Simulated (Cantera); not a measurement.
A freely propagating, adiabatic, planar premixed flame of CH4 : CO : O2 : N2 : H2O = 1 : 0.65 : 2.98 : 14 : 0.74 (molar parts), equivalence ratio 0.78, unburnt at 450 K and 8.29 atm; mixture-averaged transport, grid criteria slope 0.08 and curve 0.16, no radiation.

Model: GRI-Mech 3.0 (53 species, 325 reactions), integrated in Cantera. Burning velocities carry a grid error of a few per cent, more on coarse grids.

**Question.** Predict: laminar burning velocity; thermal thickness; peak x(C2H6); peak x(CH2O).

**Answer.** 
| Quantity | Result |
|---|---|
| laminar burning velocity | 10.3 cm/s |
| thermal thickness | 0.212 mm |
| peak x(C2H6) | 0.000220 |
| peak x(CH2O) | 0.000787 |
